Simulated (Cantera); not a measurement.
Adiabatic ignition

An adiabatic, constant-volume homogeneous reactor starts with CO : H2 : O2 : N2 : H2O = 1 : 0.51 : 1.24 : 7.1 : 0.42 (molar parts), equivalence ratio 0.61, at 1423 K and 101000 Pa.

Computed with Cantera and GRI-Mech 3.0 (53 species, 325 reactions).

| t (s) | T (K) | P (bar) | x CO | x H2 | x O2 | x H | x H2O |
|---|---|---|---|---|---|---|---|
| 1.00e-6 | 1423 | 1.01 | 0.0974 | 0.0497 | 0.121 | 1.69e-8 | 0.0409 |
| 3.44e-6 | 1423 | 1.01 | 0.0974 | 0.0497 | 0.121 | 1.11e-7 | 0.0409 |
| 1.18e-5 | 1423 | 1.01 | 0.0974 | 0.0496 | 0.121 | 4.73e-6 | 0.0409 |
| 4.07e-5 | 1587 | 1.12 | 0.0806 | 0.00722 | 0.0861 | 0.0169 | 0.0722 |
| 0.000140 | 2267 | 1.54 | 0.0283 | 0.00530 | 0.0597 | 0.00553 | 0.0804 |
| 0.000482 | 2519 | 1.68 | 0.0143 | 0.00225 | 0.0545 | 0.00118 | 0.0887 |
| 0.00166 | 2532 | 1.69 | 0.0132 | 0.00207 | 0.0534 | 0.00102 | 0.0892 |
| 0.00571 | 2525 | 1.69 | 0.0131 | 0.00205 | 0.0515 | 0.000988 | 0.0894 |
| 0.0196 | 2518 | 1.68 | 0.0129 | 0.00203 | 0.0493 | 0.000951 | 0.0897 |
| 0.0676 | 2516 | 1.68 | 0.0128 | 0.00203 | 0.0490 | 0.000945 | 0.0897 |
| 0.233 | 2516 | 1.68 | 0.0128 | 0.00203 | 0.0490 | 0.000945 | 0.0897 |
| 0.800 | 2516 | 1.68 | 0.0128 | 0.00203 | 0.0490 | 0.000945 | 0.0897 |
x: mole fraction; the columns are a selection and need not sum to one.

| Quantity | Result |
|---|---|
| time of steepest temperature rise | 37.3 µs |
| temperature at 0.800 s | 2516 K |
| equilibrium temperature | 2516 K |
| x(CO) at 0.800 s | 0.0128 (gas-phase equilibrium 0.0128) |
| x(H2) at 0.800 s | 0.00203 (gas-phase equilibrium 0.00203) |
| x(O2) at 0.800 s | 0.0490 (gas-phase equilibrium 0.0490) |
